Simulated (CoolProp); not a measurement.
Propylene along the isobar 2.57 MPa: Z from the reference equation and from simpler models built on Tc = 91.1 °C, pc = 4.555 MPa, ω = 0.146; each cubic takes its own stable root.

Model: reference Helmholtz-energy equation of state, Lemmon 2013, in CoolProp.

```json
[
 {"T (°C)": "52.85", "phase": "liquid", "reference": "0.08788", "van der Waals": "0.7040", "Redlich-Kwong": "0.1036"},
 {"T (°C)": "68.45", "phase": "gas", "reference": "0.6900", "van der Waals": "0.7510", "Redlich-Kwong": "0.7064"},
 {"T (°C)": "84.05", "phase": "gas", "reference": "0.7505", "van der Waals": "0.7858", "Redlich-Kwong": "0.7565"},
 {"T (°C)": "99.65", "phase": "gas", "reference": "0.7925", "van der Waals": "0.8132", "Redlich-Kwong": "0.7936"},
 {"T (°C)": "115.25", "phase": "gas", "reference": "0.8241", "van der Waals": "0.8354", "Redlich-Kwong": "0.8225"},
 {"T (°C)": "130.95", "phase": "gas", "reference": "0.8491", "van der Waals": "0.8540", "Redlich-Kwong": "0.8460"},
 {"T (°C)": "146.55", "phase": "gas", "reference": "0.8692", "van der Waals": "0.8696", "Redlich-Kwong": "0.8651"},
 {"T (°C)": "162.15", "phase": "gas", "reference": "0.8859", "van der Waals": "0.8829", "Redlich-Kwong": "0.8812"},
 {"T (°C)": "177.75", "phase": "gas", "reference": "0.9000", "van der Waals": "0.8944", "Redlich-Kwong": "0.8948"},
 {"T (°C)": "193.35", "phase": "gas", "reference": "0.9119", "van der Waals": "0.9044", "Redlich-Kwong": "0.9064"},
 {"T (°C)": "208.95", "phase": "gas", "reference": "0.9222", "van der Waals": "0.9132", "Redlich-Kwong": "0.9165"},
 {"T (°C)": "224.55", "phase": "gas", "reference": "0.9311", "van der Waals": "0.9210", "Redlich-Kwong": "0.9252"},
 {"T (°C)": "240.15", "phase": "gas", "reference": "0.9388", "van der Waals": "0.9279", "Redlich-Kwong": "0.9329"},
 {"T (°C)": "255.85", "phase": "gas", "reference": "0.9457", "van der Waals": "0.9340", "Redlich-Kwong": "0.9397"},
 {"T (°C)": "271.45", "phase": "gas", "reference": "0.9517", "van der Waals": "0.9395", "Redlich-Kwong": "0.9456"},
 {"T (°C)": "287.05", "phase": "gas", "reference": "0.9571", "van der Waals": "0.9445", "Redlich-Kwong": "0.9509"}
]
```

At some of these states van der Waals gives the other phase, because its saturation line lies elsewhere.
